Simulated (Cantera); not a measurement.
A perfectly stirred reactor is fed with 8.01 % CH4, 19.3 % O2, 72.6 % N2, 0.112 % CO2, equivalence ratio 0.83, at 1.70 bar; it is adiabatic with a 423 K inlet, and is followed from long to short residence time, starting on the burning branch (τ in s: 0.1, 0.056, 0.03, 0.016, 0.0088, 0.0047, 0.0026, 0.0014, 0.00074, 0.0004, 0.00022, 0.00012, 6.3e-05).

Detailed kinetics in Cantera: GRI-Mech 3.0 (53 species, 325 reactions).

Q: Predict: blow-out, bracketed by the residence times tried; x(CH4) at τ = 0.100 s; x(O2) at τ = 0.100 s; x(NO) at τ = 0.100 s; x(H) at τ = 0.100 s; x(CH4) at τ = 2.60 ms; x(O2) at τ = 2.60 ms; x(C2H2) at τ = 2.60 ms; x(NO) at τ = 2.60 ms; x(H) at τ = 2.60 ms.

A: 
```
Item                                                                              Result
------------------------------------------------  --------------------------------------
blow-out, bracketed by the residence times tried  burning at 63.0 µs, the shortest tried
x(CH4) at τ = 0.100 s                                                            2.98e-6
x(O2) at τ = 0.100 s                                                              0.0327
x(NO) at τ = 0.100 s                                                            0.000712
x(H) at τ = 0.100 s                                                              8.25e-5
x(CH4) at τ = 2.60 ms                                                            4.80e-5
x(O2) at τ = 2.60 ms                                                              0.0354
x(C2H2) at τ = 2.60 ms                                                           1.40e-8
x(NO) at τ = 2.60 ms                                                            0.000113
x(H) at τ = 2.60 ms                                                             0.000699
```
